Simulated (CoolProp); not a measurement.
Diethyl ether at several states: density (kg/m³) from the reference equation and from simpler models built on Tc = 467.9 K, pc = 3.717 MPa, ω = 0.282; each cubic takes its own stable root.

The numbers come from the reference Helmholtz-energy equation of state, Thol 2014 in CoolProp.

| T (K) | p (MPa) | phase | reference | van der Waals | Redlich-Kwong | Soave-Redlich-Kwong |
|---|---|---|---|---|---|---|
| 316.5 | 5.78 | liquid | 695.1 | 430.8 | 617.0 | 638.6 |
| 358.5 | 0.0542 | gas | 1.365 | 1.359 | 1.362 | 1.364 |
| 541.3 | 4.54 | supercritical | 105.7 | 111.4 | 108.7 | 102.2 |
| 495.8 | 4.3 | supercritical | 142.6 | 148.7 | 144.4 | 135.0 |
| 489.2 | 11.2 | supercritical | 465.4 | 345.0 | 418.9 | 411.1 |
| 332.3 | 1.94 | liquid | 669.7 | 406.4 | 585.9 | 611.5 |
